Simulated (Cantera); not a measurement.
Pb + H2 (iron carbonyl, mercury and lead vapours)

Charge: 1 mol Pb, 4.5 mol H2, held at 1123.15 K and 13300 Pa.

Method: chemical equilibrium by Gibbs-energy minimisation in Cantera with the NASA 1993 tables (ideal gas, pure condensed phases). Candidate condensed phases: Pb; 4 gas species. The numbers say what is thermodynamically allowed, not how fast it happens.

The x(H2) comes out as 0.999 and the x(Pb) comes out as 0.00137. The n(Pb(l)) is 0.994 mol and the gas amount is 4.506 mol.
